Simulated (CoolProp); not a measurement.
Vapour-liquid equilibrium of CH2F2 (R32) (1) + R1234yf (2) at 0.00127 MPa; x and y are mole fractions of (1).

The numbers come from the multi-fluid Helmholtz-energy mixture model, Tillner-Roth 1997 and Lemmon 2022; pair parameters Bell 2023 in CoolProp.

Task: Give the bubble temperature and the first vapour's composition at x = 0.05, 0.65, 0.85. Is there an azeotrope?

Result: x = 0.05: -100.3 °C, y = 0.300; x = 0.65: -110.4 °C, y = 0.867; x = 0.85: -111.0 °C, y = 0.914. No azeotrope shows between x = 0.05 and 0.95.

The pair parameters rest on a limited set of measurements; away from them the model extrapolates.
